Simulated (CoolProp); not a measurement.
Properties of propylene glycol along the isotherm 620 K.

Computed with CoolProp (reference Helmholtz-energy equation of state, Eisenbach 2021).

| p (MPa) | phase | cp (kJ/(kg K)) | isothermal compressibility (1/MPa) | expansivity (1/kK) | fugacity coefficient |
|---|---|---|---|---|---|
| 0.0576 | gas | 2.997 | 17.42 | 1.636 | 0.9964 |
| 0.0898 | gas | 2.999 | 11.20 | 1.650 | 0.9944 |
| 0.14 | gas | 3.002 | 7.206 | 1.671 | 0.9913 |
| 0.218 | gas | 3.008 | 4.651 | 1.704 | 0.9865 |
| 0.339 | gas | 3.017 | 3.016 | 1.759 | 0.9790 |
| 0.528 | gas | 3.033 | 1.962 | 1.849 | 0.9674 |
| 0.822 | gas | 3.059 | 1.289 | 2.006 | 0.9492 |
| 1.28 | gas | 3.108 | 0.8614 | 2.298 | 0.9210 |
| 1.99 | gas | 3.211 | 0.5994 | 2.923 | 0.8770 |
| 3.1 | gas | 3.528 | 0.4718 | 4.880 | 0.8069 |
| 4.83 | liquid | 4.635 | 0.008003 | 3.441 | 0.5538 |
| 7.52 | liquid | 4.489 | 0.006544 | 2.985 | 0.3770 |
| 11.7 | liquid | 4.340 | 0.005156 | 2.533 | 0.2646 |
| 18.2 | liquid | 4.197 | 0.003929 | 2.111 | 0.1945 |
